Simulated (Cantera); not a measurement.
Feed: 1 mol LiCl, 21 mol H2, equilibrated at 825 K and 0.340 bar.

Cantera equilibrium calculation (NASA polynomials, part measured and part estimated; ideal gas, pure solids and liquids). Candidate condensed phases: Li, LiCl, LiH; 11 gas species. Rates play no part.

Problem. What is the equilibrium state?

Solution. 
```
Quantity                             Result
--------------------------------  ---------
x(H2)                                 1.000
x(Li2Cl2)                           1.06e-5
x(LiCl)                             5.02e-6
n(LiCl(s))                        0.999 mol
gas amount                        21.00 mol
log10 activity of Li(l) (absent)      -5.45
```
